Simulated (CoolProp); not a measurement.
Saturation properties of C2F6 (R116).

Values from CoolProp's reference Helmholtz-energy equation of state, Lemmon 2006. It is a short technical equation, of lower accuracy than the large ones.

| T (K) | p (MPa) | vapour density (kg/m³) | liquid conductivity (mW/(m K)) |
|---|---|---|---|
| 223.4 | 0.3739 | 31.32 | 64.9 |
| 227.6 | 0.4400 | 36.75 | 63.2 |
| 231.9 | 0.5164 | 43.07 | 61.5 |
| 236.2 | 0.6022 | 50.27 | 59.8 |
| 240.5 | 0.6982 | 58.47 | 58.1 |
| 244.8 | 0.8052 | 67.80 | 56.4 |
| 249.1 | 0.9238 | 78.44 | 54.6 |
| 253.4 | 1.055 | 90.61 | 52.9 |
| 257.7 | 1.199 | 104.6 | 51.1 |
| 262 | 1.358 | 120.7 | 49.3 |
| 266.3 | 1.532 | 139.6 | 47.4 |
| 270.6 | 1.723 | 161.8 | 45.5 |
| 274.8 | 1.926 | 187.9 | 43.6 |

It boils at 195.1 K under 1 atm.

Thermal conductivity comes from a separate model (Huber 2003), an estimate that may be off by 10 % or more.
